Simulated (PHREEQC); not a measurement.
Make-up at 25 °C: 0.0012 mol/kgw (NH4)2SiF6. Closed to the air; pH follows from the charge balance.

The numbers come from PHREEQC with the ion-association model, phreeqc.dat.

| Item | Result |
|---|---|
| pH | 3.24 |
| ionic strength | 0.00375 mol/kgw |
| total alkalinity | -4.80 meq/kg |

```csv
species,molality,activity,log γ
NH4+,0.00240,0.00224,-0.030
F-,0.00151,0.00141,-0.029
HF,0.00120,0.00121,0.000
SiF6-2,0.000745,0.000574,-0.114
H+,0.000606,0.000570,-0.026
H4SiO4,0.000455,0.000455,0.000
HF2-,6.98e-6,6.53e-6,-0.029
NH3,2.24e-9,2.24e-9,0.000
```

Precipitation was switched off in this run. The solution is supersaturated, for example in Quartz (slow to form), Chalcedony (slow to form), so a real one may precipitate; this is no full list. Species that the database lacks are ignored. SiF6-2 is the database's only silicon fluoride.
